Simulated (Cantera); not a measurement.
# Ignition delay

Mixture: 21.5 % H2, 16.5 % O2, 62.0 % N2, at 4.93 atm, adiabatic and at constant pressure. Ignition delay is the time to a rise of 400 K.

Detailed kinetics in Cantera: GRI-Mech 3.0 (53 species, 325 reactions). The hydrogen kinetics of GRI-Mech 3.0 are dated; newer H2 mechanisms differ, most at raised pressure. Below about 950 K walls govern HO2 and H2O2 in real vessels.

| T0 (K) | delay (ms) |
|---|---|
| 850 | 985 |
| 900 | 214 |
| 950 | 51.7 |
| 1000 | 13.1 |
| 1050 | 3.16 |
| 1100 | 0.544 |
| 1150 | 0.0416 |
| 1200 | 0.0159 |
| 1250 | 0.00971 |
| 1300 | 0.00690 |

| Quantity | Value |
|---|---|
| apparent activation energy between 1200 and 1300 K | 110 kJ/mol |
